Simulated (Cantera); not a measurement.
Cantera run:

```python
import numpy as np
import cantera as ct

gas_names = """
    H HNO HNO2 HNO3 HO2 H2 H2O H2O2 N NH NH2 NH3 NH2OH NO NO2 NO3 N2 N2H2 N2H4 N2O O OH O2 O3 Si SiH
    SiH2 SiH3 SiH4 SiN SiO SiO2 Si2 Si2N Si3
""".split()
cond_names = """
    H2O(s) H2O(L) Si(cr) Si(L) SiO2(Lqz) SiO2(hqz) SiO2(L) Si2N2O(s) Si3N4(a)
""".split()


# ... load() reads the species with a 1 bar reference pressure and builds the phases ...
atoms = {
    'Si': {'Si': 1},
    'N2O': {'N': 2, 'O': 1},
    'H2': {'H': 2},
}
top_T = {'Si2N2O(s)': 2100, 'Si3N4(a)': 2400}  # K; cautious upper limits of use, not melting points


# ... equilibrate(T, P, feed) seeds the gas with the atoms and calls Mixture.equilibrate('TP', solver="vcs", rtol=1e-11, max_steps=5000) ...
results = []
feed = {'Si': 1, 'N2O': 0.45, 'H2': 12}  # mol
T = 2173  # K
P = 1000  # Pa
mix = equilibrate(T, P, feed)
results.append((T, P, feed, dict(zip(mix.species_names, mix.species_moles))))
print(gas.report(threshold=1e-05))
for i in range(1, mix.n_phases):
    print(f"{mix.phase(i).name:16s} {mix.phase_moles(i):12.5e} mol")
```

Result:

```
       temperature   2173 K
          pressure   1000 Pa
           density   0.00027881 kg/m^3
  mean mol. weight   5.0374 kg/kmol
   phase of matter   gas

                          1 kg             1 kmol
                     ---------------   ---------------
          enthalpy         1.548e+07        7.7979e+07  J
   internal energy        1.1894e+07        5.9912e+07  J
           entropy             47425         2.389e+05  J/K
    Gibbs function       -8.7574e+07       -4.4114e+08  J
 heat capacity c_p              6736             33932  J/K
 heat capacity c_v            5085.5             25618  J/K

                      mass frac. Y      mole frac. X     chem. pot. / RT
                     ---------------   ---------------   ---------------
                 H         0.0089483          0.044718           -12.253
                H2           0.34369           0.85879           -24.505
                N2           0.18339          0.032977           -35.241
                Si            0.1577          0.028285           -6.3519
               SiH         0.0070657         0.0012234           -18.605
              SiH2         0.0013461        0.00022527           -30.857
               SiN         0.0007646        9.1504e-05           -23.972
               SiO           0.28945          0.033074           -43.534
               Si2         0.0047867        0.00042928           -12.704
              Si2N         0.0014392        0.00010331           -30.324
               Si3         0.0014193        8.4857e-05           -19.056
     [  +24 minor]        1.0818e-06        2.5377e-07

Si(L)             1.26253e-01 mol
SiO2(L)           0.00000e+00 mol
Si3N4(a)          0.00000e+00 mol
```

Method: chemical equilibrium by Gibbs-energy minimisation in Cantera with the NASA 1993 tables (ideal gas, pure condensed phases). The tables' values for SiN are old estimates; treat these amounts as uncertain. Gases not in the tables: Si2H6 and higher silanes.
